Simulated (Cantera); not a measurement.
## Thermodynamics of silicon carbide growth, feed SiCl4 + CH4 + H2

Input: 1 mol SiCl4, 0.037 mol CH4, 3.7 mol H2, equilibrated at 1698 K and 0.100 bar.

Cantera equilibrium calculation (NASA polynomials, part measured and part estimated; ideal gas, pure solids and liquids). Candidate condensed phases: C, C6H6, C7H8, C8H18, Si, SiC; 109 gas species. The tables' values for SiCl3, SiCl are old estimates; treat these amounts as uncertain. Equilibrium is a limit: real reactors are often held back by kinetics, nucleation or transport.

```yaml
x(H2): 0.494
x(HCl): 0.336
x(SiCl2): 0.146
x(SiCl3): 0.0179
x(SiCl4): 0.00436
x(SiHCl3): 0.00123
x(H): 0.000321
x(Cl): 0.000170
x(SiH2Cl2): 6.06e-5
n(SiC(s)): 0.0370 mol
gas_amount: 5.692 mol
log10 activity of Si(l) (absent): -0.75
log10 activity of C(graphite) (absent): -1.08
```
